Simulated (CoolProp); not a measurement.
Chlorine along the isotherm 404.5 K: fugacity coefficient from the reference equation and from simpler models built on Tc = 416.9 K, pc = 76.42 bar, ω = 0.070; each cubic takes its own stable root.

The numbers come from the reference Helmholtz-energy equation of state, Thol 2021 in CoolProp.

```csv
p (bar),phase,reference,van der Waals,Redlich-Kwong,Peng-Robinson
14.3,gas,0.9349,0.9405,0.9313,?
28.6,gas,0.8703,0.8812,0.8638,0.8510
42.9,gas,0.8054,0.8214,0.7969,0.7794
57.1,gas,0.7386,0.7603,0.7293,0.7083
71.4,liquid,0.6403,0.6828,0.6374,0.6132
85.7,liquid,0.5504,0.5969,0.5516,?
100,liquid,0.4861,0.5350,0.4900,0.4676
114,liquid,0.4389,0.4896,0.4445,0.4227
129,liquid,0.3998,0.4521,0.4068,0.3854
143,liquid,0.3708,0.4245,0.3788,0.3576
157,liquid,0.3471,0.4021,0.3559,0.3349
171,liquid,?,0.3836,0.3369,0.3160
186,liquid,0.3098,0.3673,0.3198,?
200,liquid,0.2959,0.3546,0.3063,0.2854
```

**Question.** What belongs in the gaps?

**Answer.** 
- 14.3, Peng-Robinson: 0.9242
- 85.7, Peng-Robinson: 0.5285
- 171, reference: 0.3275
- 186, Peng-Robinson: 0.2989
